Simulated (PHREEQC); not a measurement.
Make-up at 55 °C: 4.4 mmol/kgw NH4Cl, 2.3 mmol/kgw Na2SO4 and 0.56 mmol/kgw KCl. It is in equilibrium with CO2 at log p = -1 (atm). Otherwise closed; pH follows from the charge balance.

The numbers come from PHREEQC with the ion-association model, phreeqc.dat.

- pH = 4.57
- ionic strength = 0.0116 mol/kgw
- specific conductance = 2130 µS/cm

```csv
species,molality,activity,log γ
Cl-,0.00496,0.00441,-0.051
Na+,0.00456,0.00407,-0.050
NH4+,0.00432,0.00382,-0.053
SO4-2,0.00217,0.00137,-0.198
CO2,0.00178,0.00178,0.001
K+,0.000552,0.000490,-0.052
NH4SO4-,7.61e-5,6.77e-5,-0.051
HCO3-,3.79e-5,3.39e-5,-0.049
NaSO4-,3.73e-5,3.33e-5,-0.049
H+,3.01e-5,2.72e-5,-0.044
```

This is a speciation only: nothing precipitates in the calculation. Away from 25 °C the constants follow the database's enthalpies or fits; those with neither stay at their 25 °C values.
